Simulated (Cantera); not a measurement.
Mixture: CH4 : C2H6 : C3H8 : O2 : N2 = 1 : 0.048 : 0.049 : 3.55 : 13.3 (molar parts), equivalence ratio 0.68, at 5.00 bar, adiabatic and at constant pressure. Ignition delay is the time to a rise of 400 K.

Cantera simulation using GRI-Mech 3.0 (53 species, 325 reactions); the numbers are that mechanism's predictions, not measurements.

What does this change do: pressure from 5.00 bar to 4.70 bar?


| quantity | before | after |
|---|---|---|
| delay at 1073 K | 15.7 ms | 16.6 ms |
| delay at 1173 K | 3.86 ms | 4.06 ms |
| delay at 1273 K | 1.02 ms | 1.07 ms |
| delay at 1373 K | 0.297 ms | 0.309 ms |
| delay at 1473 K | 0.101 ms | 0.104 ms |
| delay at 1573 K | 40.4 µs | 41.9 µs |
| delay at 1673 K | 19.1 µs | 19.9 µs |
| apparent activation energy between 1473 and 1673 K | 170 kJ/mol | 170 kJ/mol |

What does this change do: pressure from 5.00 bar to 1.00 bar?


| quantity | before | after |
|---|---|---|
| delay at 1073 K | 15.7 ms | 64.6 ms |
| delay at 1173 K | 3.86 ms | 13.0 ms |
| delay at 1273 K | 1.02 ms | 2.87 ms |
| delay at 1373 K | 0.297 ms | 0.767 ms |
| delay at 1473 K | 0.101 ms | 0.260 ms |
| delay at 1573 K | 40.4 µs | 0.111 ms |
| delay at 1673 K | 19.1 µs | 57.3 µs |
| apparent activation energy between 1473 and 1673 K | 170 kJ/mol | 150 kJ/mol |

What does this change do: pressure from 5.00 bar to 1.01 bar?


| quantity | before | after |
|---|---|---|
| delay at 1073 K | 15.7 ms | 63.9 ms |
| delay at 1173 K | 3.86 ms | 12.9 ms |
| delay at 1273 K | 1.02 ms | 2.85 ms |
| delay at 1373 K | 0.297 ms | 0.762 ms |
| delay at 1473 K | 0.101 ms | 0.258 ms |
| delay at 1573 K | 40.4 µs | 0.110 ms |
| delay at 1673 K | 19.1 µs | 56.8 µs |
| apparent activation energy between 1473 and 1673 K | 170 kJ/mol | 160 kJ/mol |
